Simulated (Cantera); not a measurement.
## Hydrocarbon pyrolysis for carbon deposition

An isothermal, constant-pressure homogeneous reactor starts with CH₄ : N₂ = 1 : 10 (molar parts), at 1375 K and 1.90 bar.

Model: GRI-Mech 3.0 (53 species, 325 reactions), integrated in Cantera. GRI-Mech 3.0 stops at C3 and has no aromatics, soot or wall deposition, so with more carbon than oxygen in the feed, carbon stays in small species such as C2H2 where larger ones or solid carbon would form.

```
t (s)      x CH₄      x H₂      x H     x HCN    x C₂H₄     x CH₂
--------  ------  --------  -------  --------  --------  --------
0.000200  0.0909   5.68e-7  1.25e-9    <1e-12  3.96e-10    <1e-12
0.000971  0.0909   2.83e-6  1.33e-9    <1e-12   3.69e-8  7.81e-12
0.00472   0.0909   1.51e-5  1.54e-9    <1e-12   8.81e-7  2.00e-11
0.0229    0.0908   8.55e-5  2.39e-9    <1e-12   1.17e-5  4.25e-11
0.111     0.0901  0.000668  9.67e-9    <1e-12  0.000188  1.04e-10
0.540     0.0863   0.00532  5.25e-8  2.63e-12  0.000742  9.90e-11
2.62      0.0732    0.0235  1.76e-7  2.36e-11  0.000776  5.55e-11
12.7      0.0431    0.0634  4.48e-7  1.49e-10   0.00267  2.96e-11
61.8      0.0270    0.0839  7.24e-7   1.24e-9   0.00441  2.78e-11
300       0.0270    0.0840  7.25e-7   7.14e-9   0.00441  2.79e-11
```
x: mole fraction; the columns are a selection and need not sum to one.

Equilibrium at this temperature and pressure: CH₄ 0.0206, H₂ 0.0949, H 7.71e-7, HCN 0.0403, C₂H₄ 0.00201, CH₂ 1.88e-11 (gas phase only).
